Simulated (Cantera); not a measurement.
A perfectly stirred reactor is fed with N₂O : O₂ = 1 : 0.1 (molar parts), at 113 Torr; it is held at 1575 K, and followed from long to short residence time.

Computed with Cantera and GRI-Mech 3.0 (53 species, 325 reactions). GRI-Mech 3.0 was tuned for natural gas; its chemistry of N2O as a main component is partial and can be far from experiment. The temperature is held fixed by assumption; the heat of reaction is taken as removed at once.

Problem. What does this change do: N2O 1 to 0.2 parts?

Solution. 
| quantity | before | after |
|---|---|---|
| x(N₂O) at τ = 23.0 s | 0.00214 | 0.00170 |
| x(O₂) at τ = 23.0 s | 0.338 | 0.470 |
| x(NO) at τ = 23.0 s | 0.0722 | 0.0593 |
| x(N₂) at τ = 23.0 s | 0.587 | 0.469 |
| x(NO₂) at τ = 23.0 s | 0.000111 | 0.000107 |
| x(N₂O) at τ = 0.230 s | 0.124 | 0.0983 |
| x(O₂) at τ = 0.230 s | 0.264 | 0.418 |
| x(NO) at τ = 0.230 s | 0.145 | 0.114 |
| x(N₂) at τ = 0.230 s | 0.467 | 0.369 |
| x(NO₂) at τ = 0.230 s | 0.000151 | 0.000133 |

Problem. What does this change do: temperature 1575 to 1073 K?

Solution. 
```csv
quantity,before,after
x(N₂O) at τ = 23.0 s,0.00214,0.755
x(O₂) at τ = 23.0 s,0.338,0.136
x(NO) at τ = 23.0 s,0.0722,0.00628
x(N₂) at τ = 23.0 s,0.587,0.103
x(NO₂) at τ = 23.0 s,0.000111,1.36e-5
x(N₂O) at τ = 0.230 s,0.124,0.907
x(O₂) at τ = 0.230 s,0.264,0.0915
x(NO) at τ = 0.230 s,0.145,7.68e-5
x(N₂) at τ = 0.230 s,0.467,0.00125
x(NO₂) at τ = 0.230 s,0.000151,4.24e-8
```
The mechanism lacks the step 2 NO + O2 → 2 NO2, which can matter for NO2 below about 1400 K.
